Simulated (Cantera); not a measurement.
An adiabatic, constant-volume homogeneous reactor starts with CH4 : C2H6 : O2 : N2 = 1 : 0.04 : 1.65 : 6.19 (molar parts), equivalence ratio 1.3, at 1248 K and 1.60 bar. Integrator tolerance rtol = 1e-08.

Detailed kinetics in Cantera: GRI-Mech 3.0 (53 species, 325 reactions).

Task: What does this change do: CH4 1 to 1.8 parts?

Result: 
```
quantity                                                              before                                      after
---------------------------------  -----------------------------------------  -----------------------------------------
time of steepest temperature rise                                    6.60 ms                                    12.3 ms
temperature at 0.200 s                                                2904 K                                     2463 K
equilibrium temperature                                               2904 K                                     2463 K
x(CH4) at 0.200 s                      <1e-12 (gas-phase equilibrium <1e-12)  6.50e-10 (gas-phase equilibrium 7.34e-10)
x(C2H6) at 0.200 s                     <1e-12 (gas-phase equilibrium <1e-12)      <1e-12 (gas-phase equilibrium <1e-12)
x(O2) at 0.200 s                     0.00363 (gas-phase equilibrium 0.00363)    1.76e-6 (gas-phase equilibrium 1.76e-6)
x(HO2) at 0.200 s                    3.06e-6 (gas-phase equilibrium 3.06e-6)    2.93e-9 (gas-phase equilibrium 2.93e-9)
x(CH3) at 0.200 s                  2.03e-12 (gas-phase equilibrium 2.45e-12)  2.83e-10 (gas-phase equilibrium 3.20e-10)
x(CO2) at 0.200 s                      0.0385 (gas-phase equilibrium 0.0385)      0.0126 (gas-phase equilibrium 0.0126)
```

Task: What does this change do: initial temperature 1248 to 1523 K?

Result: 
```json
[
 {"quantity": "time of steepest temperature rise", "before": "6.60 ms", "after": "0.294 ms"},
 {"quantity": "temperature at 0.200 s", "before": "2904 K", "after": "2989 K"},
 {"quantity": "equilibrium temperature", "before": "2904 K", "after": "2989 K"},
 {"quantity": "x(CH4) at 0.200 s", "before": "<1e-12 (gas-phase equilibrium <1e-12)", "after": "<1e-12 (gas-phase equilibrium <1e-12)"},
 {"quantity": "x(C2H6) at 0.200 s", "before": "<1e-12 (gas-phase equilibrium <1e-12)", "after": "<1e-12 (gas-phase equilibrium <1e-12)"},
 {"quantity": "x(O2) at 0.200 s", "before": "0.00363 (gas-phase equilibrium 0.00363)", "after": "0.00575 (gas-phase equilibrium 0.00575)"},
 {"quantity": "x(HO2) at 0.200 s", "before": "3.06e-6 (gas-phase equilibrium 3.06e-6)", "after": "4.69e-6 (gas-phase equilibrium 4.69e-6)"},
 {"quantity": "x(CH3) at 0.200 s", "before": "2.03e-12 (gas-phase equilibrium 2.45e-12)", "after": "2.15e-12 (gas-phase equilibrium 2.63e-12)"},
 {"quantity": "x(CO2) at 0.200 s", "before": "0.0385 (gas-phase equilibrium 0.0385)", "after": "0.0339 (gas-phase equilibrium 0.0339)"}
]
```
